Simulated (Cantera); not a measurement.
Feed: 1 mol BN, a varied amount of HCl, equilibrated at 1425 K and 190 Pa.

These are equilibrium values from Cantera (NASA tables, ideal gas, pure condensed phases), not measurements of a reactor. Candidate condensed phases: B, BN, NH4Cl; 21 gas species. Gases not in the tables: BHCl2. The numbers say what is thermodynamically allowed, not how fast it happens.

Task: Which condensed phases are stable at each of these points (n(HCl) (mol)): 8.2, 11, 16, 22, 30, 42, 59, 81?

Result: 
```csv
n(HCl) (mol),condensed phases,B condensed (%)
8.2,BN(s),65.3
11,BN(s),53.5
16,BN(s),32.4
22,BN(s),7.0
30,gas only,0.0
42,gas only,0.0
59,gas only,0.0
81,gas only,0.0
```

From 8.2 mol HCl to 22 mol HCl the condensed part is BN(s). From 30 mol HCl to 81 mol HCl nothing is condensed.
